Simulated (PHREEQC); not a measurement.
0.7 g of hydrous ferric oxide (600 m²/g; 0.2 weak and 0.005 strong sites per Fe, Dzombak-Morel constants, diffuse double layer) in 1 kg of water with 0.001 mol/kgw of an inert sodium salt and 0.0035 mol/kgw NaH2PO4 and 0.001 mol/kgw Na2HAsO4, at 25 °C; the pH is set by adding NaOH or the inert anion's acid. Oxygen alone is held at its pressure in air (log pO2 = -0.68). No CO2 enters from the air. Nothing may precipitate in this run.

Computed with PHREEQC (ion-association model, wateq4f.dat).

Predict P sorbed (%), As sorbed (%) at pH = 5.67, 9, 9.67.


```
pH    P sorbed (%)  As sorbed (%)
----  ------------  -------------
5.67          24.7           64.3
9              7.3           29.2
9.67           2.4           20.4
```

Complexes and solids missing from the database can't appear. H3PO4, which wateq4f.dat lacks, is added to it with the constant of phreeqc.dat. The oxide is taken as insoluble; below pH 4 it would dissolve.
